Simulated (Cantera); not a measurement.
Predominance diagram of Li at 527 °C against the partial pressures of O2 and Cl2 (log10, bar). Standard-state values (1 bar) from the NASA 1993 polynomials, evaluated with Cantera. Candidates: Li(l), LiCl(s), Li2O(s). Only these pure phases compete in this equilibrium. Not in the tables: the peroxide.

```
log p(Cl2) \ log p(O2)
        columns: -28, -26, -24, -22, -20, -18, -16, -14, -12, -10, -8, -6, -4, -2, 0
      1  A A A A A A A A A A A A A A A
   -2.9  A A A A A A A A A A A A A A A
   -6.8  A A A A A A A A A A A A A A A
  -10.7  A A A A A A A A A A A A A A A
  -14.6  A A A A A A A A A A A A B B B
  -18.4  A A A A A A A A A B B B B B B
  -22.3  A A A A A B B B B B B B B B B
  -26.2  A B B B B B B B B B B B B B B
  -30.1  B B B B B B B B B B B B B B B
    -34  B B B B B B B B B B B B B B B
```

A: LiCl(s); B: Li2O(s).
